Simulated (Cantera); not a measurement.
An adiabatic, constant-volume homogeneous reactor starts with 9.76 % CH3OH, 7.70 % O2, 70.8 % N2, 11.7 % H2O, equivalence ratio 1.9, at 1025 K and 7500 Torr.

Cantera simulation using GRI-Mech 3.0 (53 species, 325 reactions); the numbers are that mechanism's predictions, not measurements. GRI-Mech 3.0 was tuned for natural gas; its chemistry of methanol as a main component is partial and can be far from experiment.

Problem. Predict: time of steepest temperature rise; temperature at 0.500 s; equilibrium temperature; x(O2) at 0.500 s; x(H2O) at 0.500 s; x(HCN) at 0.500 s.

Solution. 
- time of steepest temperature rise: 44.3 ms
- temperature at 0.500 s: 1942 K
- equilibrium temperature: 1942 K
- x(O2) at 0.500 s: 1.35e-8 (gas-phase equilibrium 1.35e-8)
- x(H2O) at 0.500 s: 0.208 (gas-phase equilibrium 0.208)
- x(HCN) at 0.500 s: 5.72e-8 (gas-phase equilibrium 1.82e-7)
